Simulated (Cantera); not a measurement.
Mixture: 7.17 % CH₄, 0.688 % H₂, 15.1 % O₂, 56.9 % N₂, 20.1 % CO₂, equivalence ratio 0.97, at 1.90 bar, adiabatic and at constant pressure. Ignition delay is the time to a rise of 400 K.

Model: GRI-Mech 3.0 (53 species, 325 reactions), integrated in Cantera.

Predict: delay at 1250 K; delay at 1400 K; delay at 1550 K; delay at 1700 K; delay at 1850 K; apparent activation energy between 1775 and 1925 K.


```json
{
 "delay at 1250 K": "8.01 ms",
 "delay at 1400 K": "1.72 ms",
 "delay at 1550 K": "0.425 ms",
 "delay at 1700 K": "0.132 ms",
 "delay at 1850 K": "51.5 µs",
 "apparent activation energy between 1775 and 1925 K": "160 kJ/mol"
}
```
